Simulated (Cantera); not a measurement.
Standard-state values (1 bar) from the NASA 1993 polynomials, evaluated with Cantera. Values are per mole of reaction as written; species without (g) are pure solids or liquids, kept so even where they would boil at 1 bar.

Question: Between 375 and 550 K, where is each reaction favourable under standard conditions?
- AlCl(g) + 2 Cl(g) = AlCl₃(g)
- 6 AlCl(g) = 4 Al(g) + Al₂Cl₆(g)
- AlCl₃ = AlCl(g) + Cl₂(g)

Answer: 
- AlCl(g) + 2 Cl(g) = AlCl₃(g): ΔG° is -684 kJ at 375 K and -641 kJ at 550 K; it stays negative (K > 1). ΔH° is -777 kJ and ΔS° -247 J/K at 550 K.
- 6 AlCl(g) = 4 Al(g) + Al₂Cl₆(g): ΔG° is 419 kJ at 375 K and 458 kJ at 550 K; it stays positive (K < 1). ΔH° is 341 kJ and ΔS° -212 J/K at 550 K.
- AlCl₃ = AlCl(g) + Cl₂(g): ΔG° is 526 kJ at 375 K and 475 kJ at 550 K; it stays positive (K < 1). ΔH° is 610 kJ and ΔS° 245 J/K at 550 K.
